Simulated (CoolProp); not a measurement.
100 sccm (0 °C, 1 atm) of nitrogen bubbles through liquid dimethyl carbonate at 310.8 K and leaves saturated at a total pressure of 0.15 MPa (ideal gas phase). Each further row changes one setting.

Model: reference Helmholtz-energy equation of state, Zhou 2011, in CoolProp.

```json
[
 {"case": "as stated", "vapour pressure (kPa)": "13.5", "mole fraction of vapour": "0.0898", "delivery (mg/min)": "39.6", "delivery (sccm)": "9.86", "change of delivery for a bath 1 K warmer (%)": "5.2"},
 {"case": "bath temperature 315.8 K", "vapour pressure (kPa)": "16.9", "mole fraction of vapour": "0.113", "delivery (mg/min)": "51.1", "delivery (sccm)": "12.7", "change of delivery for a bath 1 K warmer (%)": "5.2"},
 {"case": "total pressure 0.3 MPa", "vapour pressure (kPa)": "13.5", "mole fraction of vapour": "0.0449", "delivery (mg/min)": "18.9", "delivery (sccm)": "4.70", "change of delivery for a bath 1 K warmer (%)": "5.0"}
]
```
